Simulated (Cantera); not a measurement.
An adiabatic, constant-pressure homogeneous reactor starts with 14.6 % CH₄, 17.9 % O₂, 67.5 % N₂, equivalence ratio 1.6, at 1100 K and 2.96 atm.

Model: GRI-Mech 3.0 (53 species, 325 reactions), integrated in Cantera.

Problem. Predict: time of steepest temperature rise; temperature at 2.00 s; equilibrium temperature; x(O₂) at 2.00 s; x(H) at 2.00 s; x(NO) at 2.00 s.

Solution. 
```
Property                                                               Value
---------------------------------  -----------------------------------------
time of steepest temperature rise                                    90.1 ms
temperature at 2.00 s                                                 2418 K
equilibrium temperature                                               2418 K
x(O₂) at 2.00 s                      1.40e-5 (gas-phase equilibrium 1.40e-5)
x(H) at 2.00 s                       0.00316 (gas-phase equilibrium 0.00316)
x(NO) at 2.00 s                    0.000142 (gas-phase equilibrium 0.000142)
```
